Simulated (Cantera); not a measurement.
An adiabatic, constant-pressure homogeneous reactor starts with CH4 : CO : O2 : N2 = 1 : 0.44 : 2.58 : 9.71 (molar parts), equivalence ratio 0.86, at 1775 K and 10.0 bar. Integrator tolerance rtol = 1e-08.

Model: GRI-Mech 3.0 (53 species, 325 reactions), integrated in Cantera.

```
quantity                                                            before                                    after
---------------------------------  ---------------------------------------  ---------------------------------------
time of steepest temperature rise                                  19.2 µs                                  81.8 µs
temperature at 2.00 s                                               2958 K                                   2828 K
equilibrium temperature                                             2958 K                                   2828 K
x(CH4) at 2.00 s                     <1e-12 (gas-phase equilibrium <1e-12)    <1e-12 (gas-phase equilibrium <1e-12)
x(CO) at 2.00 s                      0.0345 (gas-phase equilibrium 0.0345)    0.0417 (gas-phase equilibrium 0.0417)
x(O2) at 2.00 s                      0.0324 (gas-phase equilibrium 0.0324)    0.0365 (gas-phase equilibrium 0.0365)
x(HCN) at 2.00 s                   3.72e-9 (gas-phase equilibrium 3.72e-9)  1.26e-9 (gas-phase equilibrium 1.26e-9)
x(OH) at 2.00 s                      0.0190 (gas-phase equilibrium 0.0190)    0.0218 (gas-phase equilibrium 0.0218)
x(CO2) at 2.00 s                     0.0687 (gas-phase equilibrium 0.0687)    0.0605 (gas-phase equilibrium 0.0605)
x(C2H) at 2.00 s                     <1e-12 (gas-phase equilibrium <1e-12)    <1e-12 (gas-phase equilibrium <1e-12)
```

Task: Which change was made?
A) pressure from 10.0 bar to 1.70 bar
B) initial temperature 1775 to 1048 K
C) pressure from 10.0 bar to 1.20 bar
D) N2 9.71 to 14 parts

Result: A, pressure from 10.0 bar to 1.70 bar
